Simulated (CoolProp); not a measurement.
A closed Brayton cycle with nitrogen: compressor inlet 306.15 K and 3.5 MPa, high pressure 7.13 MPa, turbine inlet 735 K, compressor efficiency 0.89, turbine efficiency 0.85, recuperator effectiveness 0 (on enthalpy, no pinch check). Each further row changes one setting.

The numbers come from the reference Helmholtz-energy equation of state, Span 2000 in CoolProp.

```tsv
case	thermal efficiency (%)	net work (kJ/kg)	compressor to turbine work	compressor exit (K)	turbine exit (K)
as stated	?	41.2	0.66	384.7	624.9
turbine inlet 685 K	10.0	32.7	0.71	384.7	581.4
compressor inlet 316.15 K	10.3	38.3	0.69	?	624.9
high pressure 6.06 MPa	8.7	35.3	0.63	365.3	?
recuperator effectiveness 0.5	16.1	41.2	0.66	384.7	624.9
```

**Question.** Fill in the missing entries.

**Answer.** 
- as stated, thermal efficiency (%): 10.7
- compressor inlet 316.15 K, compressor exit (K): 397.2
- high pressure 6.06 MPa, turbine exit (K): 648.5
